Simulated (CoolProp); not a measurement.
A closed Brayton cycle with nitrogen: compressor inlet 312.15 K and 3.3 MPa, high pressure 7.3 MPa, turbine inlet 880 K, compressor efficiency 0.8, turbine efficiency 0.93, recuperator effectiveness 0 (on enthalpy, no pinch check). Each further row changes one setting.

Values from CoolProp's reference Helmholtz-energy equation of state, Span 2000.

```tsv
case	thermal efficiency (%)	net work (kJ/kg)	compressor to turbine work	compressor exit (K)	turbine exit (K)
as stated	14.1	73.0	0.59	412.1	724.7
turbine inlet 830 K	13.6	?	?	412.1	682.2
compressor inlet 322.15 K	13.8	69.4	0.61	?	724.7
high pressure 6.21 MPa	11.6	63.0	0.56	?	754.2
recuperator effectiveness 0.5	20.9	73.0	0.59	412.1	724.7
```

### Question
Complete the blanks.

### Answer

- turbine inlet 830 K, net work (kJ/kg): 62.8
- turbine inlet 830 K, compressor to turbine work: 0.62
- compressor inlet 322.15 K, compressor exit (K): 425.3
- high pressure 6.21 MPa, compressor exit (K): 389.9
